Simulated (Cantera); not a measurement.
What does this Cantera script print?

```python
import numpy as np
import cantera as ct

gas = ct.Solution("gri30.yaml")
gas.TPX = 1850, 610, {'C2H6': 1, 'N2': 150}
reactor = ct.IdealGasConstPressureReactor(gas, energy="off", clone=False)
net = ct.ReactorNet([reactor])
net.rtol, net.atol = 1e-08, 1e-18
show = ['C2H6', 'C2H2', 'CH3', 'H', 'CH4', 'H2', 'C2H']
times = np.geomspace(5e-05, 30, 15)

steps = ct.SolutionArray(gas, extra=["t"])
rows = []
print(f"{'t/s':>10s}{'T/K':>9s}{'P/Pa':>11s}" + "".join(f"{s:>11s}" for s in show))
for t in times:
    while net.time < t:
        t_next = net.step()
        steps.append(gas.state, t=t_next)
    rows.append([np.interp(t, steps.t, y) for y in (steps.T, steps.P, *steps(*show).X.T)])
    print(f"{t:10.3e}{rows[-1][0]:9.1f}{rows[-1][1]:11.4g}" + "".join(f"{x:11.3e}" for x in rows[-1][2:]))
rate = np.gradient(steps.T, steps.t)
print("integrator steps:", len(steps.t))
if steps.T.max() > steps.T[0] + 200:
    print(f"time of steepest temperature rise: {steps.t[rate.argmax()]:.4e} s")
gas.TPX = 1850, 610, {'C2H6': 1, 'N2': 150}
gas.equilibrate("TP")
print(f"equilibrium (TP): T = {gas.T:.1f} K  " + "  ".join(f"{s} {gas[s].X[0]:.3e}" for s in show))
```

Output:

```
       t/s      T/K       P/Pa       C2H6       C2H2        CH3          H        CH4         H2        C2H
 5.000e-05   1850.0        610  6.091e-03  2.754e-10  1.050e-03  1.815e-06  1.218e-06  2.062e-07  4.997e-17
 1.293e-04   1850.0        610  5.328e-03  9.536e-09  2.520e-03  1.608e-05  7.812e-06  3.458e-06  3.304e-14
 3.345e-04   1850.0        610  3.710e-03  7.779e-07  5.269e-03  1.797e-04  4.611e-05  8.214e-05  8.262e-11
 8.653e-04   1850.0        610  1.130e-03  1.403e-04  7.370e-03  9.712e-04  2.128e-04  1.174e-03  2.981e-07
 2.238e-03   1850.0        610  2.459e-05  2.131e-03  3.877e-03  1.493e-03  5.346e-04  5.540e-03  6.535e-06
 5.789e-03   1850.0        610  4.727e-07  4.903e-03  1.025e-03  1.011e-03  5.752e-04  9.931e-03  5.512e-06
 1.497e-02   1850.0        610  5.528e-08  5.991e-03  3.447e-04  6.355e-04  3.851e-04  1.172e-02  3.512e-06
 3.873e-02   1850.0        610  1.161e-08  6.261e-03  1.534e-04  4.534e-04  2.317e-04  1.233e-02  2.477e-06
 1.002e-01   1850.0        610  2.756e-09  6.356e-03  7.329e-05  3.622e-04  1.344e-04  1.261e-02  1.962e-06
 2.591e-01   1850.0        610  6.250e-10  6.402e-03  3.451e-05  3.163e-04  7.135e-05  1.277e-02  1.704e-06
 6.702e-01   1850.0        610  1.129e-10  6.424e-03  1.460e-05  2.989e-04  3.171e-05  1.286e-02  1.605e-06
 1.734e+00   1850.0        610  1.122e-11  6.433e-03  4.609e-06  3.026e-04  9.845e-06  1.290e-02  1.622e-06
 4.484e+00   1850.0        610  2.455e-13  6.434e-03  6.862e-07  3.271e-04  1.352e-06  1.290e-02  1.753e-06
 1.160e+01   1850.0        610  4.254e-15  6.433e-03  9.075e-08  3.883e-04  1.497e-07  1.288e-02  2.085e-06
 3.000e+01   1850.0        610  3.666e-16  6.432e-03  2.285e-08  5.188e-04  2.808e-08  1.281e-02  2.799e-06
integrator steps: 1261
equilibrium (TP): T = 1850.0 K  C2H6 3.838e-17  C2H2 3.855e-04  CH3 8.511e-09  H 7.823e-04  CH4 6.878e-09  H2 1.268e-02  C2H 2.555e-07
```

Detailed kinetics in Cantera: GRI-Mech 3.0 (53 species, 325 reactions). GRI-Mech 3.0 stops at C3 and has no aromatics, soot or wall deposition, so with more carbon than oxygen in the feed, carbon stays in small species such as C2H2 where larger ones or solid carbon would form. Radical loss at walls, strong at low pressure, is not modelled.
